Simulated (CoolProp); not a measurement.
The numbers come from the reference Helmholtz-energy equation of state, Bücker 2006 in CoolProp.

### Question
Give the vapour pressure (MPa), enthalpy of vaporisation (kJ/kg), liquid cp (kJ/(kg K)), liquid viscosity (µPa s) of saturated ethane at 197.5 K.

### Answer
| T (K) | p (MPa) | enthalpy of vaporisation (kJ/kg) | liquid cp (kJ/(kg K)) | liquid viscosity (µPa s) |
|---|---|---|---|---|
| 197.5 | 0.194 | 472 | 2.50 | 142 |

Viscosity comes from a separate model (Friend 1991).
